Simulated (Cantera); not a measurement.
A closed system holds: 1 mol Si, 0.77 mol HCl, 3.6 mol H₂, held at 1125 K and 0.180 bar.

Cantera equilibrium calculation (NASA polynomials, part measured and part estimated; ideal gas, pure solids and liquids). Candidate condensed phases: Si; 19 gas species. The tables' values for SiCl₃ are old estimates; treat these amounts as uncertain. The numbers say what is thermodynamically allowed, not how fast it happens.

Base state: H₂ 0.925, HCl 0.0324, SiCl₄ 0.0251, SiHCl₃ 0.0125, SiCl₂ 0.00240, SiCl₃ 0.00221, SiH₂Cl₂ 0.000759, SiH₃Cl 1.24e-5 (mole fractions); condensed: Si(s).

Problem. What changes in the equilibrium state with this change: HCl from 0.77 to 1.8 mol?

Solution. 
```tsv
species	before	after
H₂	0.925	0.872
SiCl₄	0.0251	0.0581
HCl	0.0324	0.0387
SiHCl₃	0.0125	0.0227
SiCl₃	0.00221	0.00415
SiCl₂	0.00240	0.00365
Si(s), mol	0.819	0.553
```

Problem. What changes in the equilibrium state with this change: temperature from 1125 K to 1273 K?

Solution. 
| species | before | after |
|---|---|---|
| H₂ | 0.925 | 0.897 |
| HCl | 0.0324 | 0.0648 |
| SiCl₄ | 0.0251 | 0.0133 |
| SiCl₂ | 0.00240 | 0.0121 |
| SiHCl₃ | 0.0125 | 0.00736 |
| SiCl₃ | 0.00221 | 0.00496 |
| SiH₂Cl₂ | 0.000759 | 0.000563 |
| Si(s), mol | 0.819 | 0.836 |

Problem. What changes in the equilibrium state with this change: temperature from 1125 K to 700 K?

Solution. 
| species | before | after |
|---|---|---|
| H₂ | 0.925 | 0.949 |
| SiCl₄ | 0.0251 | 0.0324 |
| SiHCl₃ | 0.0125 | 0.0180 |
| HCl | 0.0324 | 0.000349 |
| SiCl₂ | 0.00240 | 9.16e-8 |
| SiCl₃ | 0.00221 | 3.00e-6 |
| Si(s), mol | 0.819 | 0.788 |
